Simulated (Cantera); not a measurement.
Charge: 1 mol SiH₄, 2.3 mol HCl, 420 mol H₂, 0.23 mol Cl₂, held at 0.460 bar.

Cantera equilibrium calculation (NASA polynomials, part measured and part estimated; ideal gas, pure solids and liquids). Candidate condensed phases: Si; 19 gas species. Gases not in the tables: Si₂H₆ and higher silanes. Rates play no part.

Question: What share of the Si ends up in condensed phases as a function of T (°C), at 725, 825, 925, 1025, 1125, 1225, 1325, 1425, 1525?

Answer: 
```
T (°C)  Si condensed (%)     as
------  ----------------  -----
725                 56.4  Si(s)
825                 81.0  Si(s)
925                 92.0  Si(s)
1025                94.3  Si(s)
1125                94.6  Si(s)
1225                94.3  Si(s)
1325                93.9  Si(s)
1425                93.2  Si(l)
1525                92.9  Si(l)
```
